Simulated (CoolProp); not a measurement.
Nitrous oxide along the isotherm 39.65 °C: fugacity coefficient from the reference equation and from simpler models built on Tc = 36.4 °C, pc = 72.45 bar, ω = 0.161; each cubic takes its own stable root.

Computed with CoolProp (reference Helmholtz-energy equation of state, Lemmon 2006). It is a short technical equation, of lower accuracy than the large ones.

| p (bar) | phase | reference |
|---|---|---|
| 62.5 | gas | 0.7208 |
| 125 | supercritical | 0.4518 |
| 188 | supercritical | 0.3434 |
| 250 | supercritical | 0.2921 |
| 312 | supercritical | 0.2634 |
| 375 | supercritical | 0.2461 |
| 438 | supercritical | 0.2359 |
| 500 | supercritical | 0.2304 |

Q: How far does each simpler model (van der Waals, Redlich-Kwong, Soave-Redlich-Kwong) lie from the reference over these 8 states: mean and median of the absolute difference, and the worst?

A: 
- van der Waals: mean 23.1 %, median 23.2 %, worst +42.1 % at 39.65 °C and 500 bar
- Redlich-Kwong: mean 5.9 %, median 6.5 %, worst +9.4 % at 39.65 °C and 500 bar
- Soave-Redlich-Kwong: mean 6.4 %, median 7.1 %, worst +10.1 % at 39.65 °C and 500 bar
